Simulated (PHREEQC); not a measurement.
Solution (70 °C): 0.027 mol/kgw CuCl2. Closed to the air; pH follows from the charge balance.

All values are PHREEQC results (ion-association model, wateq4f.dat), not measurements.

| Property | Result |
|---|---|
| pH | 4.07 |
| ionic strength | 0.0665 mol/kgw |

```csv
species,molality,activity,log γ
Cl-,0.0467,0.0363,-0.109
Cu+2,0.0197,0.00826,-0.379
CuCl+,0.00700,0.00547,-0.107
CuCl2,0.000160,0.000163,0.007
H+,0.000103,8.56e-5,-0.081
Cu2(OH)2+2,5.09e-5,1.97e-5,-0.413
CuOH+,1.23e-6,9.63e-7,-0.107
CuCl3-,5.36e-8,4.19e-8,-0.107
Cu(OH)2,2.31e-8,2.35e-8,0.007
OH-,2.32e-9,1.80e-9,-0.110
```

Precipitation was switched off in this run. Examples of supersaturated solids here: Atacamite. Others may be too. At this temperature some constants are extrapolated from 25 °C, and those without enthalpy data are left unchanged.
